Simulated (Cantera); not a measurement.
Feed: 1 mol HCl, 2 mol H₂, 0.25 mol O₂, equilibrated at 2727 °C and 1330 Pa.

Cantera equilibrium calculation (NASA polynomials, part measured and part estimated; ideal gas, pure solids and liquids). Candidate condensed phases: H₂O; 14 gas species. The numbers say what is thermodynamically allowed, not how fast it happens.

Base state: H 0.546, H₂ 0.160, Cl 0.139, HCl 0.0594, O 0.0495, OH 0.0236, H₂O 0.0208, O₂ 0.00255 (mole fractions); condensed: gas only.

Problem. What changes in the equilibrium state with this change: temperature from 2727 °C to 1127 °C?

Solution. 
| species | before | after |
|---|---|---|
| H₂ | 0.160 | 0.500 |
| HCl | 0.0594 | 0.333 |
| H₂O | 0.0208 | 0.167 |
| H | 0.546 | 2.98e-5 |
| O | 0.0495 | <1e-9 |
| OH | 0.0236 | 1.97e-7 |
| Cl | 0.139 | 1.64e-5 |
| O₂ | 0.00255 | <1e-9 |
